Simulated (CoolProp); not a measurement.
Aqueous potassium carbonate as a coolant, 9 % by mass, freezing at -3.2 °C, 1 atm.

Computed with CoolProp (Melinder's fits for secondary coolants).

```json
[
 {"T (°C)": "0.8", "density (kg/m³)": "1087", "viscosity (mPa s)": "2.05", "conductivity (W/(m K))": "0.558", "cp (kJ/(kg K))": "3.702"},
 {"T (°C)": "5.5", "density (kg/m³)": "1086", "viscosity (mPa s)": "1.78", "conductivity (W/(m K))": "0.566", "cp (kJ/(kg K))": "3.710"},
 {"T (°C)": "10.2", "density (kg/m³)": "1084", "viscosity (mPa s)": "1.57", "conductivity (W/(m K))": "0.573", "cp (kJ/(kg K))": "3.717"},
 {"T (°C)": "14.9", "density (kg/m³)": "1083", "viscosity (mPa s)": "1.39", "conductivity (W/(m K))": "0.581", "cp (kJ/(kg K))": "3.726"},
 {"T (°C)": "19.6", "density (kg/m³)": "1082", "viscosity (mPa s)": "1.25", "conductivity (W/(m K))": "0.589", "cp (kJ/(kg K))": "3.734"},
 {"T (°C)": "24.3", "density (kg/m³)": "1080", "viscosity (mPa s)": "1.12", "conductivity (W/(m K))": "0.597", "cp (kJ/(kg K))": "3.742"},
 {"T (°C)": "29.1", "density (kg/m³)": "1078", "viscosity (mPa s)": "1.02", "conductivity (W/(m K))": "0.605", "cp (kJ/(kg K))": "3.750"},
 {"T (°C)": "33.8", "density (kg/m³)": "1076", "viscosity (mPa s)": "0.926", "conductivity (W/(m K))": "0.613", "cp (kJ/(kg K))": "3.759"}
]
```
